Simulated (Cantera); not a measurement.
Thermodynamics of carbon deposition, reforming and gasification, feed CH₃OH + O₂

A closed system holds: 1 mol CH₃OH, 1.6 mol O₂, equilibrated at 1000 Pa.

Equilibrium computed with Cantera from the NASA thermochemical tables; the gas is ideal and each condensed phase is pure. Candidate condensed phases: C, C₆H₆, C₇H₈, C₈H₁₈, H₂O; 110 gas species. Rates play no part.

| T (°C) | log p H₂O | log p H | log p O | log p CO | log p CO₂ | log p O₂ | log p OH | log p H₂ |
|---|---|---|---|---|---|---|---|---|
| 2202 | -2.40 | -3.24 | -3.39 | -2.88 | -2.88 | -2.99 | -3.15 | -3.18 |
| 2252 | -2.45 | -3.12 | -3.27 | -2.84 | -2.95 | -2.97 | -3.10 | -3.13 |
| 2302 | -2.50 | -3.01 | -3.16 | -2.82 | -3.04 | -2.96 | -3.06 | -3.09 |
| 2352 | -2.57 | -2.90 | -3.06 | -2.80 | -3.12 | -2.96 | -3.03 | -3.06 |
| 2402 | -2.65 | -2.81 | -2.97 | -2.80 | -3.22 | -2.97 | -3.01 | -3.05 |
| 2452 | -2.74 | -2.73 | -2.89 | -2.79 | -3.33 | -2.98 | -3.01 | -3.04 |
| 2502 | -2.85 | -2.65 | -2.81 | -2.80 | -3.44 | -3.01 | -3.01 | -3.05 |
| 2552 | -2.97 | -2.58 | -2.74 | -2.81 | -3.55 | -3.04 | -3.03 | -3.07 |
| 2602 | -3.11 | -2.53 | -2.69 | -2.82 | -3.68 | -3.09 | -3.06 | -3.11 |
log p: log10 of the partial pressure in bar; nothing condenses.

From 2202 °C to 2602 °C nothing is condensed. The main C-bearing gas is CO throughout.
